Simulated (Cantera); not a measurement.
# Adiabatic ignition

An adiabatic, constant-volume homogeneous reactor starts with CH4 : O2 : N2 : H2O : CO2 = 1 : 3.51 : 13.2 : 0.79 : 0.088 (molar parts), at 1450 K and 2.30 bar.

Cantera simulation using GRI-Mech 3.0 (53 species, 325 reactions); the numbers are that mechanism's predictions, not measurements.

| t (s) | T (K) | P (bar) | x CH4 | x O2 | x H2O | x C2H | x HCO | x HCN | x CO |
|---|---|---|---|---|---|---|---|---|---|
| 4.00e-6 | 1450 | 2.30 | 0.0538 | 0.189 | 0.0425 | <1e-12 | <1e-12 | <1e-12 | 2.55e-11 |
| 9.86e-6 | 1450 | 2.30 | 0.0538 | 0.189 | 0.0425 | <1e-12 | <1e-12 | <1e-12 | 1.28e-10 |
| 2.43e-5 | 1450 | 2.30 | 0.0538 | 0.189 | 0.0425 | <1e-12 | 2.42e-12 | <1e-12 | 1.34e-9 |
| 5.99e-5 | 1450 | 2.30 | 0.0538 | 0.189 | 0.0425 | <1e-12 | 2.38e-11 | <1e-12 | 2.58e-8 |
| 0.000147 | 1450 | 2.30 | 0.0537 | 0.189 | 0.0425 | <1e-12 | 3.97e-10 | <1e-12 | 8.77e-7 |
| 0.000363 | 1453 | 2.30 | 0.0532 | 0.188 | 0.0429 | <1e-12 | 7.73e-9 | <1e-12 | 3.94e-5 |
| 0.000896 | 2588 | 4.16 | <1e-12 | 0.0803 | 0.136 | <1e-12 | 6.48e-9 | 1.38e-11 | 0.00879 |
| 0.00221 | 2622 | 4.20 | <1e-12 | 0.0764 | 0.139 | <1e-12 | 3.30e-9 | 2.83e-11 | 0.00627 |
| 0.00544 | 2611 | 4.18 | <1e-12 | 0.0733 | 0.139 | <1e-12 | 3.07e-9 | 3.76e-11 | 0.00609 |
| 0.0134 | 2608 | 4.18 | <1e-12 | 0.0725 | 0.139 | <1e-12 | 3.01e-9 | 3.94e-11 | 0.00605 |
| 0.0330 | 2608 | 4.18 | <1e-12 | 0.0725 | 0.139 | <1e-12 | 3.01e-9 | 3.94e-11 | 0.00605 |
| 0.0814 | 2608 | 4.18 | <1e-12 | 0.0725 | 0.139 | <1e-12 | 3.01e-9 | 3.94e-11 | 0.00605 |
| 0.200 | 2608 | 4.18 | <1e-12 | 0.0725 | 0.139 | <1e-12 | 3.01e-9 | 3.94e-11 | 0.00605 |
| 0.494 | 2608 | 4.18 | <1e-12 | 0.0725 | 0.139 | <1e-12 | 3.01e-9 | 3.94e-11 | 0.00605 |
| 1.22 | 2608 | 4.18 | <1e-12 | 0.0725 | 0.139 | <1e-12 | 3.01e-9 | 3.94e-11 | 0.00605 |
| 3.00 | 2608 | 4.18 | <1e-12 | 0.0725 | 0.139 | <1e-12 | 3.01e-9 | 3.94e-11 | 0.00605 |
x: mole fraction; the columns are a selection and need not sum to one.

The time of steepest temperature rise is 0.869 ms and the temperature at 3.00 s is 2608 K. The equilibrium temperature is 2608 K and the x(CH4) at 3.00 s comes out as <1e-12 (gas-phase equilibrium <1e-12). The x(O2) at 3.00 s comes out as 0.0725 (gas-phase equilibrium 0.0725) and the x(H2O) at 3.00 s is 0.139 (gas-phase equilibrium 0.139).
